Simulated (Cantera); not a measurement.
Feed: 1 mol HgO, 2 mol H₂, a varied amount of N₂, held at 500 K and 1.40 bar.

Equilibrium computed with Cantera from the NASA thermochemical tables; the gas is ideal and each condensed phase is pure. Candidate condensed phases: H₂O, Hg, HgO; 25 gas species. The numbers say what is thermodynamically allowed, not how fast it happens.

Question: What share of the Hg ends up in condensed phases as a function of n(N₂) (mol), at 2.4, 7.1, 12, 16, 21, 26, 31, 35, 40, 45, 49, 54, 59?

Answer: 
```tsv
n(N₂) (mol)	Hg condensed (%)	as
2.4	83.5	Hg(l)
7.1	65.3	Hg(l)
12	46.4	Hg(l)
16	31.0	Hg(l)
21	11.7	Hg(l)
26	0.0	-
31	0.0	-
35	0.0	-
40	0.0	-
45	0.0	-
49	0.0	-
54	0.0	-
59	0.0	-
```
